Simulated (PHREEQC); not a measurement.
Solution (25 °C): 0.003 mol H2SO4, 0.26 mol Li2SO4 and 0.0038 mol MgSO4 per kg of water. Closed to the air; pH follows from the charge balance.

Computed with PHREEQC (ion-association model, phreeqc.dat).

Each row changes one thing in this solution. Precipitation was switched off in this run.

| case | pH | ionic strength (mol/kgw) | SO4-2 (mol/kgw) | HSO4- (mol/kgw) | MgSO4 (mol/kgw) | Mg+2 (mol/kgw) |
|---|---|---|---|---|---|---|
| as made | 2.99 | 0.642 | 0.188 | 0.00465 | 0.00255 | 0.00125 |
| Li2SO4 from 0.26 to 0.052 mol/kgw | 2.72 | 0.151 | 0.0465 | 0.00365 | 0.00211 | 0.00169 |
| temperature from 25 to 75 °C | 3.43 | 0.652 | 0.194 | 0.00550 | 0.00314 | 0.000665 |
| Li2SO4 left out | 2.37 | 0.0175 | 0.00448 | 0.00126 | 0.00105 | 0.00275 |
| MgSO4 from 0.0038 to 0.0076 mol/kgw | 2.99 | 0.647 | 0.189 | 0.00466 | 0.00510 | 0.00250 |

Away from 25 °C the constants follow the database's enthalpies or fits; those with neither stay at their 25 °C values.
